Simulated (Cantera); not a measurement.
Standard-state values (1 bar) from the NASA 1993 polynomials, evaluated with Cantera. Values are per mole of reaction as written; species without (g) are pure solids or liquids, kept so even where they would boil at 1 bar. VN: taken at fixed stoichiometry.

4 N(g) + 2 V2O3 = 4 VN + 3 O2(g)

```tsv
T (K)	ΔH° (kJ)	ΔS° (J/K)	ΔG° (kJ)	log10 K
998	-354.9	-104.3	-250.8	13.12
1148	___	___	___	___
1298	-366.9	-114.9	-217.8	8.77
1448	-373.2	-119.4	-200.2	7.22
1598	-379.7	-123.7	-182.0	5.95
1748	___	___	___	___
1898	-394.0	-131.9	-143.6	3.95
2048	-401.8	-135.9	-123.6	3.15
2198	-410.2	-139.8	-102.9	2.45
```

Problem. What belongs in the gaps?

Solution. 
- 1148, ΔH° (kJ): -360.8
- 1148, ΔS° (J/K): -109.9
- 1148, ΔG° (kJ): -234.7
- 1148, log10 K: 10.68
- 1748, ΔH° (kJ): -386.6
- 1748, ΔS° (J/K): -127.9
- 1748, ΔG° (kJ): -163.1
- 1748, log10 K: 4.87
